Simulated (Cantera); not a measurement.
Source: NASA polynomial tables (part measured, part estimated), evaluated in Cantera. Values are per mole of reaction as written; species without (g) are pure solids or liquids, kept so even where they would boil at 1 bar.

Between 1550 and 2225 K, where is each reaction favourable under standard conditions?
- 2 LiCl(g) + O(g) = Li2O + Cl2(g)


- 2 LiCl(g) + O(g) = Li2O + Cl2(g): ΔG° is 30 kJ at 1550 K and 211 kJ at 2225 K; it stays positive (K < 1). ΔH° is -340 kJ and ΔS° -248 J/K at 2225 K.
